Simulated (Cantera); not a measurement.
# Thermodynamics of silicon epitaxy and polysilicon growth, feed SiH₄ + H₂ + Cl₂

Input: 1 mol SiH₄, 490 mol H₂, 0.13 mol Cl₂, equilibrated at 1100 °C and 0.900 Torr.

These are equilibrium values from Cantera (NASA tables, ideal gas, pure condensed phases), not measurements of a reactor. Candidate condensed phases: Si; 19 gas species. Kinetics and transport are ignored.

```json
{
  "x(H₂)": "0.999",
  "x(HCl)": "0.000527",
  "x(H)": "9.61e-5",
  "n(Si(s))": "0.999 mol",
  "gas_amount": "492.2 mol"
}
```
